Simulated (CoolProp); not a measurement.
Saturated liquid density (kg/m³) of dimethyl carbonate: the reference equation beside estimates from Tc = 557.0 K, pc = 49.09 bar, ω = 0.346. Rackett uses Z = 0.29056 − 0.08775 ω.

The numbers come from the reference Helmholtz-energy equation of state, Zhou 2011 in CoolProp.

```tsv
T (K)	reference	Rackett	Redlich-Kwong	Soave-Redlich-Kwong
341.6	1004	[?]	857.1	896.1
360.2	978.4	[?]	832.6	874.1
378.7	[?]	970.2	806.7	850.2
397.3	[?]	941.4	778.7	824.0
415.9	894.7	[?]	748.6	[?]
434.4	864.2	879.0	716.3	[?]
453	831.7	844.5	680.9	727.5
471.6	796.5	806.8	641.8	687.2
490.2	757.4	764.8	598.2	640.9
508.7	712.4	716.7	548.4	586.7
```

Task: Complete the blanks.

Result: 
- 341.6, Rackett: 1024
- 360.2, Rackett: 997.6
- 378.7, reference: 951.6
- 397.3, reference: 923.7
- 415.9, Rackett: 911.1
- 415.9, Soave-Redlich-Kwong: 795.1
- 434.4, Soave-Redlich-Kwong: 763.2

Absolute difference from the reference over all 10 rows, mean and median: Rackett 1.6 and 1.8 %, Redlich-Kwong 17.5 and 16.7 %, Soave-Redlich-Kwong 12.5 and 11.4 %.
